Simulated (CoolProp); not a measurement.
Vapour pressure (kPa) of normal hydrogen: the reference equation beside estimates from Tc = 33.1 K, pc = 1296 kPa, ω = -0.219. Clausius-Clapeyron is anchored at 27.7 K with a constant enthalpy of vaporisation of 0.7325 kJ/mol.

The numbers come from the reference Helmholtz-energy equation of state, Leachman 2009 in CoolProp.

| T (K) | reference | Lee-Kesler | Clausius-Clapeyron | Redlich-Kwong | Soave-Redlich-Kwong |
|---|---|---|---|---|---|
| 23 | 204.4 | 204.6 | 283.8 | 105.3 | 203.6 |
| 24.2 | 269.9 | 270.0 | 343.2 | 160.2 | 272.0 |
| 25.4 | 348.9 | 348.9 | 407.6 | 232.9 | 354.5 |
| 26.6 | 443.0 | 442.7 | 476.6 | 326.1 | 452.2 |
| 27.7 | 543.6 | 543.2 | 543.6 | 431.6 | 555.9 |
| 28.9 | 670.6 | 670.1 | 620.3 | 570.8 | 685.7 |
| 30.1 | 817.4 | 817.0 | 700.5 | 737.3 | 833.6 |
| 31.3 | 986.0 | 986.2 | 783.7 | 933.2 | 1001 |
| 32.4 | 1162 | 1163 | 862.3 | 1140 | 1171 |

Absolute difference from the reference over all 9 rows, mean and median: Lee-Kesler 0.1 and 0.1 %, Clausius-Clapeyron 17.6 and 16.8 %, Redlich-Kwong 22.4 and 20.6 %, Soave-Redlich-Kwong 1.5 and 1.6 %.
